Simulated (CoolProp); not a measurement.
A single-stage vapour-compression cycle with ethane: evaporating at 225.15 K (dew point), condensing at 285.15 K (bubble point), superheat 0 K, subcooling 5 K, compressor efficiency 0.6, no pressure losses. Each further row changes one setting.

Model: reference Helmholtz-energy equation of state, Bücker 2006, in CoolProp.

```
case                              cooling COP  pressure ratio  discharge temperature (K)  refrigerating effect (kJ/kg)  volumetric capacity (kJ/m³)
--------------------------------  -----------  --------------  -------------------------  ----------------------------  ---------------------------
as stated                                1.51            5.33                      343.6                           257                         2770
evaporating temperature 230.15 K         1.73            4.49                      337.0                           261                         3330
condensing temperature 280.15 K          1.74            4.75                      335.2                           275                         2970
subcooling 10 K                          1.62            5.33                      343.6                           276                         2970
superheat 10 K                           1.51            5.33                      356.0                           275                         2780
compressor efficiency 0.5                1.26            5.33                      358.3                           257                         2770
```
